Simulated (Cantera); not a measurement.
Cantera run:

```python
import numpy as np
import cantera as ct

gas_names = """
    SiH2 H2
""".split()
cond_names = """
    Si(cr) Si(L)
""".split()


# ... load() reads the species with a 1 bar reference pressure and builds the phases ...
species = {s.name: s for s in load("nasa_gas.yaml", gas_names) + load("nasa_condensed.yaml", cond_names)}
# Each term lists the table entries of one substance; the one whose range holds T is used.
reactions = {
    'SiH2(g) = H2(g) + Si':
        [(-1, ['SiH2']), (1, ['H2']), (1, ['Si(cr)', 'Si(L)'])],
}


def pick(names, T):
    return next(species[n] for n in names if species[n].thermo.min_temp <= T <= species[n].thermo.max_temp)


results = []
for label, terms in reactions.items():
    print(label)
    print("     T/K   dH/kJ  dS/(J/K)   dG/kJ   log10 K")
    for T in [1850, 1925, 2000, 2075, 2150, 2225, 2300, 2375, 2450, 2525]:
        used = [(nu, pick(names, T)) for nu, names in terms]
        dH = sum(nu * s.thermo.h(T) for nu, s in used) / 1e6
        dS = sum(nu * s.thermo.s(T) for nu, s in used) / 1e3
        dG = dH - T * dS / 1e3
        logK = -dG * 1e6 / (ct.gas_constant * T * np.log(10))
        results.append((label, T, dH, dS, dG, logK, [s.name for _, s in used]))
        print(f"{T:8g} {dH:8.1f} {dS:8.1f} {dG:8.1f} {logK:8.2f}")
```

Output:

```
SiH2(g) = H2(g) + Si
     T/K   dH/kJ  dS/(J/K)   dG/kJ   log10 K
    1850   -189.6    -18.7   -155.0     4.38
    1925   -189.4    -18.6   -153.6     4.17
    2000   -189.2    -18.5   -152.2     3.97
    2075   -188.9    -18.4   -150.8     3.80
    2150   -188.7    -18.3   -149.4     3.63
    2225   -188.4    -18.1   -148.0     3.48
    2300   -188.1    -18.0   -146.7     3.33
    2375   -187.8    -17.9   -145.3     3.20
    2450   -187.4    -17.7   -144.0     3.07
    2525   -187.1    -17.6   -142.7     2.95
```

Source: NASA polynomial tables (part measured, part estimated), evaluated in Cantera. Condensed species are held in their standard states even where they would react or evaporate.
